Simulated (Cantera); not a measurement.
Mixture: 8.94 % CH4, 4.29 % H2, 18.2 % O2, 68.5 % N2, equivalence ratio 1.1, at 26.6 atm, adiabatic and at constant volume. Ignition delay is the time to a rise of 400 K.

Cantera simulation using GRI-Mech 3.0 (53 species, 325 reactions); the numbers are that mechanism's predictions, not measurements. The pressure lies above the range GRI-Mech 3.0 was tuned for (to about 10 atm).

Problem. At T0 = 1600 K, what is the delay, and which 8 reactions control it most (d ln τ / d ln k, from doubling and halving each rate constant)?

Solution. The delay is 8.73 µs.
```csv
reaction,d ln τ / d ln k,faster rate
H + O2 <=> O + OH,-0.76,shortens it
CH3 + HO2 <=> CH3O + OH,-0.29,shortens it
2 CH3 (+M) <=> C2H6 (+M),0.27,lengthens it
H2 + OH <=> H + H2O,-0.22,shortens it
CH4 + OH <=> CH3 + H2O,0.20,lengthens it
CH3 + O2 <=> CH3O + O,-0.15,shortens it
CH3 + H (+M) <=> CH4 (+M),0.15,lengthens it
CH4 + H <=> CH3 + H2,0.11,lengthens it
```
